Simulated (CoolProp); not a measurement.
Chlorine at 293.15 K and 9.08 MPa is throttled through a valve to 5.28 MPa with no heat exchange. Each further row changes one setting.

The numbers come from the reference Helmholtz-energy equation of state, Thol 2021 in CoolProp.

```csv
case,temperature change (K),final density (kg/m³)
as stated,+1.1,1420
outlet pressure 1.58 MPa,+2.1,1400
outlet pressure 6.86 MPa,+0.7,1420
```
